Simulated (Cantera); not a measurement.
# Equilibrium for silicon epitaxy and polysilicon growth: SiCl4 + N2 + Cl2

A closed system holds: 1 mol SiCl4, 6.9 mol N2, 0.21 mol Cl2, at 875 K and 13.3 mbar.

Method: chemical equilibrium by Gibbs-energy minimisation in Cantera with the NASA 1993 tables (ideal gas, pure condensed phases). Candidate condensed phases: Si, Si3N4; 13 gas species. Kinetics and transport are ignored.

```json
{
  "x(N2)": "0.851",
  "x(SiCl4)": "0.123",
  "x(Cl2)": "0.0259",
  "x(Cl)": "6.42e-5",
  "gas_amount": "8.110 mol",
  "log10 activity of Si(s) (absent)": "-28.51"
}
```
